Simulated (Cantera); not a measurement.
## Ignition delay

Mixture: CO : H2 : CH4 : O2 : N2 = 1 : 0.54 : 0.25 : 1.06 : 3.98 (molar parts), at 150000 Pa, adiabatic and at constant volume. Ignition delay is the time to a rise of 400 K.

Cantera simulation using GRI-Mech 3.0 (53 species, 325 reactions); the numbers are that mechanism's predictions, not measurements.

| T0 (K) | delay (ms) |
|---|---|
| 1025 | 1.34 |
| 1125 | 0.377 |
| 1225 | 0.154 |
| 1325 | 0.0769 |
| 1425 | 0.0446 |
| 1525 | 0.0287 |
| 1625 | 0.0199 |
| 1725 | 0.0144 |

| Quantity | Value |
|---|---|
| apparent activation energy between 1525 and 1725 K | 76 kJ/mol |
